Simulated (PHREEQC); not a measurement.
1 kg of water holding 77 mmol/kgw Na2SO4, 41 mmol/kgw K2SO4 and 120 mmol/kgw NaCl is evaporated at 25 °C; the solids stay in contact with the brine. CO2 from the air is kept out. The run lets Arcanite, Glaserite, Halite, Mirabilite, Misenite, Sylvite, Thenardite precipitate or redissolve, and no other solid.

The series has 24 steps of water left (kg), from 1 to 0.01099.

Equilibrium calculation in PHREEQC: Pitzer model, pitzer.dat.

Which solids form, in which order, and at which step of the series does each first stand?

Glaserite from water left = 0.06418 kg; Thenardite from water left = 0.03564 kg; Halite from water left = 0.01979 kg.
